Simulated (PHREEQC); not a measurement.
Consider water at 25 °C with 120 mmol/kgw TMAH, 0.74 mmol/kgw K2SiO3 and 2.9 mmol/kgw K2CO3. Closed to the air; pH follows from the charge balance.

Computed with PHREEQC (ion-association model, wateq4f.dat).

| Property | Value |
|---|---|
| pH | 12.95 |
| ionic strength | 0.131 mol/kgw |
| total alkalinity | 127 meq/kg |

```
species   molality  activity   log γ
--------  --------  --------  ------
OH-          0.120    0.0892  -0.130
(CH3)4N+     0.120    0.0900  -0.125
K+         0.00728   0.00542  -0.128
CO3-2      0.00290   0.00103  -0.449
H2SiO4-2  0.000416  0.000148  -0.449
H3SiO4-   0.000324  0.000243  -0.125
HCO3-      3.18e-6   2.45e-6  -0.112
H4SiO4     1.79e-7   1.84e-7   0.013
```

No solid was allowed to form. Species that the database lacks are ignored. (CH3)4N+ isn't in the database: it is added as a free cation with an ion size of 4 Å.
